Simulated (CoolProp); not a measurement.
The numbers come from the reference Helmholtz-energy equation of state, Thol 2018 in CoolProp.

For hydrogen chloride, give the phase and the density (kg/m³), cp (kJ/(kg K)), speed of sound (m/s), expansivity (1/kK) at 199 K and 89.2 bar.


- 199 K and 89.2 bar: liquid; density 1170, cp 1.64, speed of sound 1080, expansivity 2.08
